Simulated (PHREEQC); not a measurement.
**Copper plating or etch bath (model solution)**

A solution holds 0.0034 mol CuCl2 and 0.00047 mol H3BO3 per kg of water, at 25 °C. Closed to the air; pH follows from the charge balance.

Equilibrium calculation in PHREEQC: ion-association model, wateq4f.dat.

This is a speciation only: nothing precipitates in the calculation.

Question: Predict the pH.

Answer: pH 5.01.

Question: In which forms is Cu present?

Answer: Cu+2 98 %, CuCl+ 1.2 % of the Cu.

Examples of supersaturated solids here: Atacamite. Others may be too. Species that the database lacks are ignored.
